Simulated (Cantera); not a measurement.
Cantera run, input and output.

```python
import numpy as np
import cantera as ct

gas = ct.Solution("h2o2.yaml")
gas.TPX = 725, 101325, {'H2': 1, 'O2': 0.926, 'N2': 3.48}
inlet = ct.Reservoir(gas, clone=True)
gas.equilibrate("HP")  # start burning
reactor = ct.IdealGasConstPressureReactor(gas, energy="on", clone=False)
exhaust = ct.Reservoir(gas, clone=True)
tau = [0.23, 0.084, 0.03, 0.011, 0.0039, 0.0014, 0.0005, 0.00018, 6.5e-05, 2.3e-05, 8.4e-06][0]
for a, b in ((inlet, reactor), (reactor, exhaust)):
    ct.MassFlowController(a, b, mdot=lambda t: reactor.mass / tau)
net = ct.ReactorNet([reactor])
show = ['H2', 'O2', 'H2O', 'OH', 'O', 'H']

rows = []
print(f"{'tau/s':>10s}{'T/K':>9s}" + "".join(f"{s:>11s}" for s in show))
for tau in [0.23, 0.084, 0.03, 0.011, 0.0039, 0.0014, 0.0005, 0.00018, 6.5e-05, 2.3e-05, 8.4e-06]:
    net.initial_time = 0.0
    net.advance(30 * tau)
    before = gas.X
    net.advance(40 * tau)
    drift = np.max(np.abs(gas.X - before) / (gas.X + 1e-9))
    rows.append([gas.T, *gas[show].X, drift])
    print(f"{tau:10.3e}{gas.T:9.1f}" + "".join(f"{x:11.3e}" for x in gas[show].X))
```

It prints:

```
     tau/s      T/K         H2         O2        H2O         OH          O          H
 2.300e-01   2069.8  3.819e-04  8.588e-02  2.014e-01  3.436e-03  3.729e-04  5.704e-05
 8.400e-02   2067.5  4.624e-04  8.580e-02  2.012e-01  3.726e-03  4.419e-04  7.441e-05
 3.000e-02   2061.7  6.709e-04  8.563e-02  2.005e-01  4.394e-03  6.254e-04  1.272e-04
 1.100e-02   2049.8  1.135e-03  8.532e-02  1.992e-01  5.583e-03  1.044e-03  2.784e-04
 3.900e-03   2026.2  2.114e-03  8.487e-02  1.968e-01  7.378e-03  1.941e-03  7.203e-04
 1.400e-03   1984.5  3.896e-03  8.442e-02  1.927e-01  9.500e-03  3.589e-03  1.872e-03
 5.000e-04   1913.9  6.828e-03  8.425e-02  1.863e-01  1.145e-02  6.300e-03  4.612e-03
 1.800e-04   1805.8  1.100e-02  8.494e-02  1.773e-01  1.237e-02  9.953e-03  1.012e-02
 6.500e-05   1658.3  1.682e-02  8.754e-02  1.651e-01  1.157e-02  1.349e-02  1.910e-02
 2.300e-05   1467.6  2.989e-02  9.591e-02  1.451e-01  8.981e-03  1.393e-02  2.970e-02
 8.400e-06    725.0  1.850e-01  1.713e-01 -1.191e-15  9.768e-18  4.864e-17  1.459e-15
```

Cantera simulation using the H2/O2 subset of GRI-Mech 3.0, which has no nitrogen chemistry; the numbers are that mechanism's predictions, not measurements.
